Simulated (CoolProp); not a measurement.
Properties of methanol along the isobar 8880 kPa (Tc = 513.4 K, pc = 8216 kPa, ω = 0.565).

The numbers come from the reference Helmholtz-energy equation of state, de Reuck 1993 in CoolProp.

```csv
T (K),phase,cp (kJ/(kg K)),cv (kJ/(kg K)),speed of sound (m/s),Joule-Thomson coefficient (K/MPa),fugacity coefficient
447.6,liquid,4.089,3.011,678.4,0.07539,0.2408
454.9,liquid,4.233,3.055,646.5,0.1276,0.2738
462.2,liquid,4.396,3.101,613.0,0.1902,0.3093
469.6,liquid,4.590,3.149,577.1,0.2680,0.3478
476.9,liquid,4.822,3.198,539.3,0.3652,0.3881
484.2,liquid,5.118,3.252,498.4,0.4940,0.4304
491.6,liquid,5.540,3.313,452.1,0.6800,0.4751
498.9,liquid,6.215,3.387,398.5,0.9718,0.5207
506.2,liquid,7.556,3.496,333.2,1.508,0.5670
513.6,supercritical,11.75,3.715,251.1,2.784,0.6138
520.9,supercritical,27.07,3.978,223.2,8.278,0.6533
528.2,supercritical,10.50,3.631,262.3,8.208,0.6794
```

The peak of cp marks the crossing from liquid-like to gas-like fluid above the critical point.
